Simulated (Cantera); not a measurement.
An adiabatic, constant-pressure homogeneous reactor starts with 8.82 % C₃H₈, 19.1 % O₂, 72.0 % N₂, at 1750 K and 500000 Pa.

Cantera simulation using GRI-Mech 3.0 (53 species, 325 reactions); the numbers are that mechanism's predictions, not measurements. GRI-Mech 3.0 was tuned for natural gas; its chemistry of propane as a main component is partial and can be far from experiment.

x: mole fraction; the columns are a selection and need not sum to one.

| t (s) | T (K) | x C₃H₈ | x O₂ | x N₂O | x CH₂O | x C₂H | x C₂H₄ | x C₂H₆ |
|---|---|---|---|---|---|---|---|---|
| 3.00e-6 | 1753 | 0.0308 | 0.154 | 2.09e-8 | 0.00891 | 2.23e-7 | 0.0467 | (withheld) |
| 8.05e-6 | 2674 | 8.60e-10 | 0.00153 | 3.17e-8 | 7.63e-5 | 0.000124 | 8.45e-5 | (withheld) |
| 2.16e-5 | 2695 | 8.05e-11 | 5.30e-6 | 5.81e-8 | 1.60e-5 | 3.27e-5 | 1.32e-5 | (withheld) |
| 5.79e-5 | 2678 | <1e-12 | 4.23e-6 | 1.14e-7 | 2.34e-6 | 3.01e-6 | 6.03e-7 | (withheld) |
| 0.000155 | 2666 | <1e-12 | 5.13e-6 | 8.06e-8 | 6.94e-8 | 1.18e-9 | 8.97e-11 | <1e-12 |
| 0.000417 | 2666 | <1e-12 | 5.51e-6 | 3.30e-8 | 6.76e-8 | <1e-12 | <1e-12 | <1e-12 |
| 0.00112 | 2667 | <1e-12 | 5.59e-6 | 1.67e-8 | 6.75e-8 | <1e-12 | <1e-12 | <1e-12 |
| 0.00300 | 2668 | <1e-12 | 5.62e-6 | 1.35e-8 | 6.75e-8 | <1e-12 | <1e-12 | <1e-12 |
| 0.00805 | 2668 | <1e-12 | 5.62e-6 | 1.33e-8 | 6.75e-8 | <1e-12 | <1e-12 | <1e-12 |
| 0.0216 | 2668 | <1e-12 | 5.62e-6 | 1.33e-8 | 6.75e-8 | <1e-12 | <1e-12 | <1e-12 |
| 0.0579 | 2668 | <1e-12 | 5.62e-6 | 1.33e-8 | 6.75e-8 | <1e-12 | <1e-12 | <1e-12 |
| 0.155 | 2668 | <1e-12 | 5.62e-6 | 1.33e-8 | 6.75e-8 | <1e-12 | <1e-12 | <1e-12 |
| 0.417 | 2668 | <1e-12 | 5.62e-6 | 1.33e-8 | 6.75e-8 | <1e-12 | <1e-12 | <1e-12 |
| 1.12 | 2668 | <1e-12 | 5.62e-6 | 1.33e-8 | 6.75e-8 | <1e-12 | <1e-12 | <1e-12 |
| 3.00 | 2668 | <1e-12 | 5.62e-6 | 1.33e-8 | 6.75e-8 | <1e-12 | <1e-12 | <1e-12 |

Q: Fill in the missing entries.

A: 
- 3.00e-6, x C₂H₆: 0.00597
- 8.05e-6, x C₂H₆: 1.01e-6
- 2.16e-5, x C₂H₆: 1.64e-7
- 5.79e-5, x C₂H₆: 5.92e-9
